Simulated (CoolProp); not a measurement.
n-perfluoropentane along the isobar 5430 kPa: density (kg/m³) from the reference equation and from simpler models built on Tc = 147.9 °C, pc = 2063 kPa, ω = 0.436; each cubic takes its own stable root.

Values from CoolProp's reference Helmholtz-energy equation of state, Gao 2022.

| T (°C) | phase | reference | van der Waals | Peng-Robinson |
|---|---|---|---|---|
| -33.25 | liquid | [?] | 1114 | 1886 |
| -22.05 | liquid | 1768 | 1100 | [?] |
| -10.85 | liquid | 1737 | 1086 | 1834 |
| 0.35 | liquid | 1705 | 1072 | 1805 |
| 11.55 | liquid | [?] | 1057 | 1774 |
| 22.75 | liquid | 1640 | 1042 | [?] |
| 33.95 | liquid | 1606 | 1026 | 1707 |
| 45.15 | liquid | 1571 | 1010 | 1670 |
| 56.35 | liquid | 1535 | [?] | 1630 |

**Question.** What belongs in the gaps?

**Answer.** 
- -33.25, reference: 1799
- -22.05, Peng-Robinson: 1861
- 11.55, reference: 1673
- 22.75, Peng-Robinson: 1742
- 56.35, van der Waals: 994.0
